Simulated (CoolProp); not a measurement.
Saturation properties of carbonyl sulfide.

Computed with CoolProp (reference Helmholtz-energy equation of state, Lemmon 2006). It is a short technical equation, of lower accuracy than the large ones.

```json
[
 {"T (K)": "193.8", "p (bar)": "0.2076", "vapour density (kg/m³)": "0.7811", "enthalpy of vaporisation (kJ/kg)": "327.7", "surface tension (mN/m)": "26.4"},
 {"T (K)": "201.3", "p (bar)": "0.3279", "vapour density (kg/m³)": "1.192", "enthalpy of vaporisation (kJ/kg)": "323.0", "surface tension (mN/m)": "24.9"},
 {"T (K)": "208.8", "p (bar)": "0.4992", "vapour density (kg/m³)": "1.758", "enthalpy of vaporisation (kJ/kg)": "318.2", "surface tension (mN/m)": "23.5"},
 {"T (K)": "216.4", "p (bar)": "0.7389", "vapour density (kg/m³)": "2.525", "enthalpy of vaporisation (kJ/kg)": "313.3", "surface tension (mN/m)": "22.0"},
 {"T (K)": "223.9", "p (bar)": "1.057", "vapour density (kg/m³)": "3.513", "enthalpy of vaporisation (kJ/kg)": "308.3", "surface tension (mN/m)": "20.6"},
 {"T (K)": "231.4", "p (bar)": "1.473", "vapour density (kg/m³)": "4.775", "enthalpy of vaporisation (kJ/kg)": "303.2", "surface tension (mN/m)": "19.2"},
 {"T (K)": "239", "p (bar)": "2.014", "vapour density (kg/m³)": "6.381", "enthalpy of vaporisation (kJ/kg)": "297.8", "surface tension (mN/m)": "17.8"},
 {"T (K)": "246.5", "p (bar)": "2.685", "vapour density (kg/m³)": "8.339", "enthalpy of vaporisation (kJ/kg)": "292.2", "surface tension (mN/m)": "16.5"},
 {"T (K)": "254.1", "p (bar)": "3.527", "vapour density (kg/m³)": "10.76", "enthalpy of vaporisation (kJ/kg)": "286.4", "surface tension (mN/m)": "15.2"},
 {"T (K)": "261.6", "p (bar)": "4.539", "vapour density (kg/m³)": "13.64", "enthalpy of vaporisation (kJ/kg)": "280.3", "surface tension (mN/m)": "13.9"},
 {"T (K)": "269.1", "p (bar)": "5.754", "vapour density (kg/m³)": "17.07", "enthalpy of vaporisation (kJ/kg)": "273.9", "surface tension (mN/m)": "12.7"},
 {"T (K)": "276.7", "p (bar)": "7.216", "vapour density (kg/m³)": "21.20", "enthalpy of vaporisation (kJ/kg)": "267.0", "surface tension (mN/m)": "11.5"},
 {"T (K)": "284.2", "p (bar)": "8.911", "vapour density (kg/m³)": "25.99", "enthalpy of vaporisation (kJ/kg)": "259.8", "surface tension (mN/m)": "10.3"},
 {"T (K)": "291.7", "p (bar)": "10.88", "vapour density (kg/m³)": "31.61", "enthalpy of vaporisation (kJ/kg)": "252.1", "surface tension (mN/m)": "9.16"},
 {"T (K)": "299.3", "p (bar)": "13.18", "vapour density (kg/m³)": "38.27", "enthalpy of vaporisation (kJ/kg)": "243.8", "surface tension (mN/m)": "8.05"}
]
```

It boils at 223.0 K under 1 atm.

Surface tension comes from a separate correlation (Mulero 2012).
